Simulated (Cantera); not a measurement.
A perfectly stirred reactor is fed with 4.57 % CH₄, 1.14 % CO, 19.8 % O₂, 74.5 % N₂, equivalence ratio 0.49, at 5.00 bar; it is adiabatic with a 725 K inlet, and is followed from long to short residence time, starting on the burning branch (τ in s: 0.021, 0.012, 0.0064, 0.0036, 0.002, 0.0011, 0.00062, 0.00035, 0.00019, 0.00011, 6e-05).

Detailed kinetics in Cantera: GRI-Mech 3.0 (53 species, 325 reactions).

Question: Predict: blow-out, bracketed by the residence times tried; x(CH₄) at τ = 21.0 ms; x(CO) at τ = 21.0 ms; x(O₂) at τ = 21.0 ms; x(HCO) at τ = 21.0 ms; x(OH) at τ = 21.0 ms; x(CH₄) at τ = 1.10 ms; x(CO) at τ = 1.10 ms; x(O₂) at τ = 1.10 ms; x(HCO) at τ = 1.10 ms; x(OH) at τ = 1.10 ms.

Answer: 
| Item | Value |
|---|---|
| blow-out, bracketed by the residence times tried | burning at 0.110 ms, out at 60.0 µs |
| x(CH₄) at τ = 21.0 ms | 1.37e-5 |
| x(CO) at τ = 21.0 ms | 0.000300 |
| x(O₂) at τ = 21.0 ms | 0.102 |
| x(HCO) at τ = 21.0 ms | 1.08e-8 |
| x(OH) at τ = 21.0 ms | 0.000703 |
| x(CH₄) at τ = 1.10 ms | 0.000102 |
| x(CO) at τ = 1.10 ms | 0.00239 |
| x(O₂) at τ = 1.10 ms | 0.103 |
| x(HCO) at τ = 1.10 ms | 2.19e-7 |
| x(OH) at τ = 1.10 ms | 0.00150 |
